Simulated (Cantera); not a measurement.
A closed system holds: 1 mol Fe₃O₄, 7.8 mol CO, at 1.00 bar.

Method: chemical equilibrium by Gibbs-energy minimisation in Cantera with the NASA 1993 tables (ideal gas, pure condensed phases). Candidate condensed phases: C, Fe, Fe(CO)₅, FeO, Fe₂O₃, Fe₃O₄; 15 gas species. Mutual solubility and eutectic melting of coexisting phases are not modelled. The tables' stoichiometric FeO is somewhat more stable than real wüstite, so its field is too wide. FeO: taken at fixed stoichiometry. Kinetics and transport are ignored.

Task: Which condensed phases are stable at each of these points (T (K)): 1575, 1650, 1725, 1800, 1875, 1950, 2025, 2100, 2175, 2250, 2325, 2400?

Result: 
```
T (K)  condensed phases  Fe condensed (%)
-----  ----------------  ----------------
1575     Fe(γ) + FeO(s)             100.0
1650     Fe(γ) + FeO(l)             100.0
1725             FeO(l)             100.0
1800             FeO(l)             100.0
1875             FeO(l)             100.0
1950             FeO(l)             100.0
2025             FeO(l)              99.9
2100             FeO(l)              99.8
2175             FeO(l)              99.6
2250             FeO(l)              99.3
2325             FeO(l)              98.8
2400             FeO(l)              97.9
```

At 1575 K the condensed part is Fe(γ) + FeO(s). At 1650 K the condensed part is Fe(γ) + FeO(l). From 1725 K to 2400 K the condensed part is FeO(l).
